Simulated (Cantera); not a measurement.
Charge: 1 mol CF4, 0.042 mol H2, at 1725 K and 13300 Pa.

Method: chemical equilibrium by Gibbs-energy minimisation in Cantera with the NASA 1993 tables (ideal gas, pure condensed phases). Candidate condensed phases: C, C6H6, C7H8, C8H18; 95 gas species. Gases not in the tables: C2F6 and larger saturated fluorocarbons. Equilibrium is a limit: real reactors are often held back by kinetics, nucleation or transport.

Base state: CF4 0.918, HF 0.0789, CF2 0.00206, CF3 0.000519, F 0.000240 (mole fractions); condensed: C(graphite).

Task: What changes in the equilibrium state with this change: temperature from 1725 K to 2973 K?

Result: 
```csv
species,before,after
F,0.000240,0.655
CF2,0.00206,0.263
CF,2.28e-7,0.0477
CF4,0.918,0.00252
HF,0.0789,0.0268
C3,<1e-9,0.000517
C,<1e-9,0.000195
C2,<1e-9,7.84e-5
"C(graphite), mol",0.0198,0
```

Task: What changes in the equilibrium state with this change: H2 from 0.042 to 2.8 mol?

Result: 
```
species             before     after
----------------  --------  --------
HF                  0.0789     0.833
H2                   <1e-9     0.167
H                  9.58e-9  0.000208
CF4                  0.918     <1e-9
CF2                0.00206     <1e-9
CF3               0.000519     <1e-9
C2H2 (acetylene)     <1e-9   1.53e-5
F                 0.000240   1.17e-7
C(graphite), mol    0.0198     1.000
```
